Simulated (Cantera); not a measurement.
Mixture: CH4 : O2 : N2 = 1 : 2 : 5.6 (molar parts), at 0.642 atm, adiabatic and at constant pressure. Ignition delay is the time to a rise of 400 K.

Cantera simulation using GRI-Mech 3.0 (53 species, 325 reactions); the numbers are that mechanism's predictions, not measurements.

### Question
What does this change do: 0.021 parts C2H6 added?

### Answer
```
quantity                                                before       after
--------------------------------------------------  ----------  ----------
delay at 1200 K                                        51.0 ms     28.8 ms
delay at 1250 K                                        25.0 ms     14.4 ms
delay at 1300 K                                        12.8 ms     7.41 ms
delay at 1350 K                                        6.77 ms     3.90 ms
delay at 1400 K                                        3.74 ms     2.12 ms
delay at 1450 K                                        2.16 ms     1.19 ms
apparent activation energy between 1350 and 1450 K  190 kJ/mol  190 kJ/mol
```

### Question
What does this change do: pressure from 0.642 atm to 8.49 atm?

### Answer
```json
[
 {"quantity": "delay at 1200 K", "before": "51.0 ms", "after": "4.37 ms"},
 {"quantity": "delay at 1250 K", "before": "25.0 ms", "after": "2.37 ms"},
 {"quantity": "delay at 1300 K", "before": "12.8 ms", "after": "1.32 ms"},
 {"quantity": "delay at 1350 K", "before": "6.77 ms", "after": "0.759 ms"},
 {"quantity": "delay at 1400 K", "before": "3.74 ms", "after": "0.446 ms"},
 {"quantity": "delay at 1450 K", "before": "2.16 ms", "after": "0.269 ms"},
 {"quantity": "apparent activation energy between 1350 and 1450 K", "before": "190 kJ/mol", "after": "170 kJ/mol"}
]
```
